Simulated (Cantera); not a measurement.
An adiabatic, constant-volume homogeneous reactor starts with H2 : O2 : N2 : NO = 1 : 1.06 : 4 : 0.013 (molar parts), at 1100 K and 3750 Torr. Integrator tolerance rtol = 1e-08.

Model: GRI-Mech 3.0 (53 species, 325 reactions), integrated in Cantera. The hydrogen kinetics of GRI-Mech 3.0 are dated; newer H2 mechanisms differ, most at raised pressure. The mechanism lacks 2 NO + O2 → 2 NO2 and HONO, so NO2 and the effect of NO are under-described below about 1400 K.

**Question.** What does this change do: pressure from 3750 Torr to 5850 Torr?

**Answer.** 
| quantity | before | after |
|---|---|---|
| time of steepest temperature rise | 40.5 µs | 45.8 µs |
| temperature at 8.00 s | 2472 K | 2478 K |
| equilibrium temperature | 2472 K | 2478 K |
| x(H2) at 8.00 s | 0.000928 (gas-phase equilibrium 0.000928) | 0.000768 (gas-phase equilibrium 0.000768) |
| x(O2) at 8.00 s | 0.0923 (gas-phase equilibrium 0.0923) | 0.0924 (gas-phase equilibrium 0.0924) |
| x(NO) at 8.00 s | 0.0138 (gas-phase equilibrium 0.0138) | 0.0140 (gas-phase equilibrium 0.0140) |
| x(HO2) at 8.00 s | 1.69e-5 (gas-phase equilibrium 1.69e-5) | 1.93e-5 (gas-phase equilibrium 1.93e-5) |
| x(H2O) at 8.00 s | 0.174 (gas-phase equilibrium 0.174) | 0.174 (gas-phase equilibrium 0.174) |
| x(H) at 8.00 s | 0.000212 (gas-phase equilibrium 0.000212) | 0.000159 (gas-phase equilibrium 0.000159) |
| x(NO2) at 8.00 s | 2.69e-5 (gas-phase equilibrium 2.69e-5) | 3.39e-5 (gas-phase equilibrium 3.39e-5) |
